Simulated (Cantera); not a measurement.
Input: 1 mol MgO, 0.12 mol H2, held at 0.133 bar.

Cantera equilibrium calculation (NASA polynomials, part measured and part estimated; ideal gas, pure solids and liquids). Candidate condensed phases: H2O, Mg, MgO, Mg(OH)2; 15 gas species. The tables' values for MgH are old estimates; treat these amounts as uncertain. The numbers say what is thermodynamically allowed, not how fast it happens.

x: gas mole fraction; n: condensed amount in mol.

```json
[
 {"T (°C)": "1225", "x H2": "1.000", "x H2O": "8.47e-5", "x Mg": "8.44e-5", "x H": "4.71e-5", "x MgOH": "5.75e-9", "x MgH": "3.18e-7", "n MgO(s)": "1.000"},
 {"T (°C)": "1325", "x H2": "0.999", "x H2O": "[?]", "x Mg": "[?]", "x H": "[?]", "x MgOH": "[?]", "x MgH": "1.18e-6", "n MgO(s)": "1.000"},
 {"T (°C)": "1425", "x H2": "0.998", "x H2O": "0.000829", "x Mg": "0.000825", "x H": "0.000396", "x MgOH": "3.07e-7", "x MgH": "3.76e-6", "n MgO(s)": "1.000"},
 {"T (°C)": "1525", "x H2": "0.995", "x H2O": "0.00213", "x Mg": "0.00212", "x H": "0.000962", "x MgOH": "1.60e-6", "x MgH": "1.04e-5", "n MgO(s)": "1.000"},
 {"T (°C)": "1625", "x H2": "0.988", "x H2O": "0.00493", "x Mg": "0.00490", "x H": "0.00213", "x MgOH": "6.93e-6", "x MgH": "2.59e-5", "n MgO(s)": "0.999"},
 {"T (°C)": "1725", "x H2": "0.975", "x H2O": "[?]", "x Mg": "[?]", "x H": "[?]", "x MgOH": "[?]", "x MgH": "5.80e-5", "n MgO(s)": "0.999"},
 {"T (°C)": "1825", "x H2": "0.951", "x H2O": "0.0203", "x Mg": "0.0202", "x H": "0.00822", "x MgOH": "8.36e-5", "x MgH": "0.000119", "n MgO(s)": "0.997"},
 {"T (°C)": "1925", "x H2": "0.911", "x H2O": "0.0368", "x Mg": "0.0367", "x H": "0.0146", "x MgOH": "0.000240", "x MgH": "0.000222", "n MgO(s)": "0.995"}
]
```

What belongs in the gaps?


- 1725, x H2O: 0.0104
- 1725, x Mg: 0.0104
- 1725, x H: 0.00434
- 1725, x MgOH: 2.58e-5
- 1325, x H2O: 0.000285
- 1325, x Mg: 0.000284
- 1325, x H: 0.000146
- 1325, x MgOH: 4.78e-8
